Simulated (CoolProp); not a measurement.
Saturated liquid density (kg/m³) of ammonia: the reference equation beside estimates from Tc = 405.6 K, pc = 11.36 MPa, ω = 0.256. Rackett uses Z = 0.29056 − 0.08775 ω.

Computed with CoolProp (reference Helmholtz-energy equation of state, Gao 2020).

| T (K) | reference | Rackett | van der Waals | Peng-Robinson |
|---|---|---|---|---|
| 317.3 | 572.8 | 501.5 | 301.9 | 510.2 |
| 327.1 | 556.1 | 487.6 | 293.4 | 493.0 |
| 336.8 | 538.6 | 472.9 | 284.4 | 474.4 |
| 346.6 | 519.4 | 457.1 | 274.6 | 453.7 |
| 356.4 | 498.6 | 439.9 | 264.0 | 430.6 |
| 366.2 | 475.3 | 420.8 | 252.1 | 404.6 |
| 376 | 448.6 | 399.0 | 238.7 | 374.6 |
| 385.8 | 416.2 | 372.9 | 222.8 | 338.8 |

Absolute difference from the reference over all 8 rows, mean and median: Rackett 11.7 and 11.9 %, van der Waals 47.0 and 47.1 %, Peng-Robinson 13.8 and 13.1 %.
